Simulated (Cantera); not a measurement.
**Ammonia decomposition in nitride growth gas**

A perfectly stirred reactor is fed with 6.25 % NH3, 93.8 % H2, at 0.0280 bar; it is held at 1850 K, and followed from long to short residence time.

Cantera simulation using the gas-phase N/H chemistry of the illustrative SiF4/NH3 mechanism in the Surface Chemkin manual (1991); the numbers are that mechanism's predictions, not measurements. Walls and surfaces, which speed up NH3 decomposition in real reactors, are not modelled.

```
τ (s)     x NH3   x H2    x N2H4       x H    x N2H2    x NH2
-------  ------  -----  --------  --------  --------  -------
17       0.0176  0.960  1.05e-10  0.000929   3.53e-8  4.67e-5
5.3      0.0351  0.951  2.60e-10  0.000725   7.65e-8  7.33e-5
1.7      0.0501  0.943  4.10e-10  0.000632   1.13e-7  9.20e-5
0.53     0.0584  0.939  4.64e-10  0.000575   1.22e-7  9.78e-5
0.17     0.0615  0.938  3.75e-10  0.000489   9.03e-8  8.79e-5
0.053    0.0624  0.937  1.30e-10  0.000284   2.38e-8  5.17e-5
0.017    0.0625  0.937  1.61e-11   9.95e-5   2.00e-9  1.82e-5
0.0053   0.0625  0.937  1.58e-12   3.11e-5  1.59e-10  5.70e-6
0.0017   0.0625  0.937    <1e-12   9.98e-6  1.50e-11  1.84e-6
0.00053  0.0625  0.937    <1e-12   3.11e-6  1.37e-12  5.80e-7
0.00017  0.0625  0.937    <1e-12   9.89e-7    <1e-12  1.93e-7
```
x: mole fraction; the columns are a selection and need not sum to one.
